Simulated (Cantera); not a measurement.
What does this Cantera script print?

```python
import numpy as np
import cantera as ct

gas_names = """
    CL CL2 H HCL H2 N NH NH2 NH3 N2 N2H2 N2H4 Si SiCL SiCL2 SiCL3 SiCL4 SiH SiHCL3 SiH2 SiH2CL2 SiH3
    SiH3CL SiH4 SiN Si2 Si2N Si3
""".split()
cond_names = """
    NH4CL(a) NH4CL(b) Si(cr) Si(L) Si3N4(a)
""".split()


# ... load() reads the species with a 1 bar reference pressure and builds the phases ...
atoms = {
    'Si3N4': {'Si': 3, 'N': 4},
    'HCl': {'H': 1, 'CL': 1},
    'H2': {'H': 2},
}
top_T = {'Si3N4(a)': 2400}  # K; cautious upper limits of use, not melting points


# ... equilibrate(T, P, feed) seeds the gas with the atoms and calls Mixture.equilibrate('TP', solver="vcs", rtol=1e-11, max_steps=5000) ...
results = []
feed = {'Si3N4': 1, 'HCl': 20, 'H2': 1.4}  # mol
T = 1150  # K
P = 1300  # Pa
mix = equilibrate(T, P, feed)
results.append((T, P, feed, dict(zip(mix.species_names, mix.species_moles))))
x = sorted(zip(gas.X, gas.species_names), reverse=True)
print(f"T = {T:g} K  P = {P:g} Pa  gas = {mix.phase_moles(0):.4g} mol")
print("   x: " + "  ".join(f"{s} {v:.3e}" for v, s in x if v > 1e-06))
print("   condensed (mol): " + ("  ".join(f"{mix.phase(i).name} {mix.phase_moles(i):.4g}"
      for i in range(1, mix.n_phases) if mix.phase_moles(i) > 1e-12) or "none"))
```

Output:

```
T = 1150 K  P = 1300 Pa  gas = 20.58 mol
   x: HCL 4.795e-01  H2 3.133e-01  SiCL4 1.199e-01  N2 8.285e-02  SiCL3 2.311e-03  SiHCL3 1.591e-03  SiCL2 4.871e-04  SiH2CL2 2.649e-06
   condensed (mol): Si3N4(a) 0.1474
```

Equilibrium computed with Cantera from the NASA thermochemical tables; the gas is ideal and each condensed phase is pure. The tables' values for SiCl3 are old estimates; treat these amounts as uncertain.
